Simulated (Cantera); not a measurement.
A Cantera script and what it prints.

```python
import numpy as np
import cantera as ct

gas_names = [...]  # 49 gases of nasa_gas.yaml made of B, Cl, H, N, O
cond_names = """
    B(b) B(L) BN(s) B2O3(L) B3O3H3(cr) H2O(s) H2O(L) NH4CL(a) NH4CL(b)
""".split()


# ... load() reads the species with a 1 bar reference pressure and builds the phases ...
atoms = {
    'BCl3': {'B': 1, 'CL': 3},
    'H2O': {'H': 2, 'O': 1},
    'N2': {'N': 2},
}
top_T = {'BN(s)': 3200}  # K; cautious upper limits of use, not melting points


# ... equilibrate(T, P, feed) seeds the gas with the atoms and calls Mixture.equilibrate('TP', solver="vcs", rtol=1e-11, max_steps=5000) ...
results = []
feed = {'BCl3': 1, 'H2O': 8, 'N2': 19}  # mol
P = 610  # Pa
for T in [875, 975, 1075, 1175, 1275, 1375, 1475, 1575, 1675, 1775, 1875, 1975, 2075, 2175]:
    mix = equilibrate(T, P, feed)
    results.append((T, P, feed, dict(zip(mix.species_names, mix.species_moles))))

top = {s: max(r[3][s] / sum(r[3][g] for g in gas_names) for r in results) for s in gas_names}
cols = sorted((s for s in top if top[s] > 0.001), key=lambda s: -top[s])[:9]
seen = [c for c in cond_names if any(r[3].get(c, 0) > 1e-12 for r in results)]
print("log10 of partial pressures in bar; condensed amounts in mol")
print(f"{'T/K':>10s}" + "".join(f"{s[:9]:>10s}" for s in cols + seen))
for T, P, feed, n in results:
    ng = sum(n[g] for g in gas_names)
    print(f"{T:10.4g}" + "".join(f"{np.log10(max(n[s] / ng * P / 1e5, 1e-99)):10.3f}" for s in cols)
          + "".join(f"{n.get(c, 0):10.4g}" for c in seen))
```

It prints:

```
log10 of partial pressures in bar; condensed amounts in mol
       T/K        N2       H2O       HCL      HBO2        H2        CL         H        OH        O2   B2O3(L)
       875    -2.391    -2.858    -3.192    -7.319    -9.002    -8.996   -14.801   -11.791   -11.521    0.4795
       975    -2.391    -2.857    -3.192    -6.244    -8.229    -8.046   -13.056   -10.426   -10.037    0.4872
      1075    -2.391    -2.858    -3.193    -5.378    -7.530    -7.305   -11.598    -9.348    -8.965    0.4832
      1175    -2.392    -2.861    -3.193    -4.669    -6.919    -6.704   -10.371    -8.470    -8.136    0.4452
      1275    -2.394    -2.873    -3.196    -4.081    -6.394    -6.202    -9.329    -7.743    -7.475    0.3015
      1375    -2.398    -2.899    -3.201    -3.682    -5.942    -5.777    -8.436    -7.138    -6.943         0
      1475    -2.398    -2.899    -3.203    -3.682    -5.540    -5.411    -7.657    -6.598    -6.459         0
      1575    -2.399    -2.900    -3.206    -3.684    -5.187    -5.094    -6.975    -6.128    -6.043         0
      1675    -2.399    -2.901    -3.212    -3.687    -4.873    -4.817    -6.372    -5.715    -5.680         0
      1775    -2.400    -2.905    -3.220    -3.691    -4.596    -4.576    -5.836    -5.351    -5.361         0
      1875    -2.401    -2.911    -3.234    -3.697    -4.349    -4.364    -5.358    -5.028    -5.079         0
      1975    -2.403    -2.922    -3.254    -3.705    -4.130    -4.179    -4.929    -4.741    -4.828         0
      2075    -2.407    -2.940    -3.282    -3.719    -3.939    -4.019    -4.544    -4.488    -4.607         0
      2175    -2.413    -2.970    -3.319    -3.740    -3.774    -3.881    -4.198    -4.266    -4.415         0
```

Equilibrium computed with Cantera from the NASA thermochemical tables; the gas is ideal and each condensed phase is pure. The tables' values for BOCl are old estimates; treat these amounts as uncertain. Gases not in the tables: H3BO3.
